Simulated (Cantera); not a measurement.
Input: 1 mol Fe(CO)5, 4.9 mol CO, 0.14 mol H2, equilibrated at 1000 K and 0.0100 bar.

Method: chemical equilibrium by Gibbs-energy minimisation in Cantera with the NASA 1993 tables (ideal gas, pure condensed phases). Candidate condensed phases: C, C6H6, C7H8, C8H18, Fe, Fe(CO)5, FeO, Fe(OH)2, Fe(OH)3, Fe2O3, Fe3O4, H2O; 114 gas species. Condensed phases not in the tables: cementite and carbon dissolved in iron. Equilibrium is a limit: real reactors are often held back by kinetics, nucleation or transport.

Base state: CO 0.981, H2 0.0140, CO2 0.00545, H2O 5.41e-5 (mole fractions); condensed: C(graphite) + Fe(α).

### Question
What changes in the equilibrium state with this change: H2 from 0.14 to 31 mol?

### Answer
| species | before | after |
|---|---|---|
| H2 | 0.0140 | 0.757 |
| CO | 0.981 | 0.241 |
| H2O | 5.41e-5 | 0.000722 |
| CO2 | 0.00545 | 0.000330 |
| CH4 | 1.86e-7 | 0.000548 |
| C(graphite), mol | 0.0550 | 0.0206 |
| Fe(α), mol | 1.00 | 1.00 |

### Question
What changes in the equilibrium state with this change: temperature from 1000 K to 1373 K?

### Answer
| species | before | after |
|---|---|---|
| CO | 0.981 | 0.986 |
| H2 | 0.0140 | 0.0139 |
| CO2 | 0.00545 | 2.21e-5 |
| H2O | 5.41e-5 | 6.44e-7 |
| C(graphite), mol | 0.0550 | 0 |
| Fe(α), mol | 1.00 | 0 |
| Fe(γ), mol | 0 | 1.000 |
